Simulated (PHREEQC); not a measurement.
0.024 g of hydrous ferric oxide (600 m²/g; 0.2 weak and 0.005 strong sites per Fe, Dzombak-Morel constants, diffuse double layer) in 1 kg of water with 0.001 mol/kgw of an inert sodium salt and 0.0058 mmol/kgw NiCl2, at 25 °C; the pH is set by adding NaOH or the inert anion's acid. O2 is buffered at 0.21 atm. CO2 from the air is kept out. Precipitation was switched off in this run.

Base run: PHREEQC, ion-association model, wateq4f.dat. Each further column changes one thing. The table gives surface charge σ (C/m²).

```csv
pH,base,background salt from 0.001 to 0.0001 mol/kgw,oxide from 0.024 to 0.12 g/kgw,8.1e-06 mol/kgw CuCl2 added
3,0.252,0.223,0.254,0.253
4,0.118,0.068,0.119,0.119
4.5,0.078,0.037,0.079,0.079
5.5,0.031,0.012,0.032,0.034
6.5,0.011,0.004,0.011,0.015
7.5,0.003,0.001,0.003,0.005
8,0.001,0.000,0.001,0.003
9,-0.003,-0.001,-0.004,-0.001
```

The oxide is taken as insoluble; below pH 4 it would dissolve. The database's constant for dissolved Cu(OH)2 is higher than later reviews accept.
